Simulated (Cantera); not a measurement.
A perfectly stirred reactor is fed with N2O : H2O = 1 : 0.023 (molar parts), at 0.00799 atm; it is held at 1223 K, and followed from long to short residence time.

Detailed kinetics in Cantera: GRI-Mech 3.0 (53 species, 325 reactions). GRI-Mech 3.0 was tuned for natural gas; its chemistry of N2O as a main component is partial and can be far from experiment. Radical loss at walls, strong at low pressure, is not modelled. The mechanism lacks the step 2 NO + O2 → 2 NO2, which can matter for NO2 below about 1400 K. The temperature is held fixed by assumption; the heat of reaction is taken as removed at once.

Q: What does this change do: N2O 1 to 0.4 parts?

A: 
```
quantity                 before    after
----------------------  -------  -------
x(N2O) at τ = 8.60 s      0.881    0.842
x(H2O) at τ = 8.60 s     0.0217   0.0525
x(OH) at τ = 8.60 s     1.88e-5  2.99e-5
x(NO) at τ = 8.60 s     0.00610  0.00614
x(H2O2) at τ = 8.60 s   2.17e-9  6.03e-9
x(N2O) at τ = 61.0 ms     0.977    0.945
x(H2O) at τ = 61.0 ms    0.0225   0.0543
x(OH) at τ = 61.0 ms    4.96e-6  1.12e-5
x(NO) at τ = 61.0 ms    5.39e-5  5.62e-5
x(H2O2) at τ = 61.0 ms  2.89e-8  7.25e-8
```
